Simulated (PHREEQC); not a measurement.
# Nickel, zinc or cadmium bath with leach liquor

Solution A (0.15 mol ZnCl2 and 0.019 mol FeSO4 per kg of water) is mixed with solution B (0.091 mol/kgw H2SO4, 3.1e-05 mol/kgw Al2(SO4)3 and 0.091 mol/kgw NiSO4) at 25 °C; shares are by mass of water, 1 kg in all. No oxygen is let in. The system is closed to CO2. The run lets Al(OH)3(a), Zn(OH)2-e, Zn4(OH)6SO4, Zn5(OH)8Cl2, Ni(OH)2, Ni4(OH)6SO4, Basaluminite, Melanterite, Goslarite, Morenosite precipitate or redissolve, and no other solid.

The numbers come from PHREEQC with the ion-association model, wateq4f.dat.

### Question
Predict Fe+2 (mol/kgw) at share of solution B = 0.25, 0.35.

### Answer
```tsv
share of solution B	Fe+2 (mol/kgw)
0.25	0.0111
0.35	0.00916
```

Complexes and solids missing from the database can't appear.
